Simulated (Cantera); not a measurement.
Thermodynamics of chlorosilane synthesis and conversion, feed Si + Cl2 + H2

Feed: 1 mol Si, 1.6 mol Cl2, 6 mol H2, at 1273.15 K and 2.10 bar.

These are equilibrium values from Cantera (NASA tables, ideal gas, pure condensed phases), not measurements of a reactor. Candidate condensed phases: Si; 19 gas species. The tables' values for SiCl3 are old estimates; treat these amounts as uncertain. Rates play no part.

| Property | Result |
|---|---|
| x(H2) | 0.828 |
| x(SiCl4) | 0.0616 |
| x(HCl) | 0.0495 |
| x(SiHCl3) | 0.0412 |
| x(SiCl3) | 0.00848 |
| x(SiCl2) | 0.00764 |
| x(SiH2Cl2) | 0.00382 |
| x(SiH3Cl) | 9.88e-5 |
| x(SiH4) | 1.07e-6 |
| n(Si(s)) | 0.160 mol |
| gas amount | 6.841 mol |
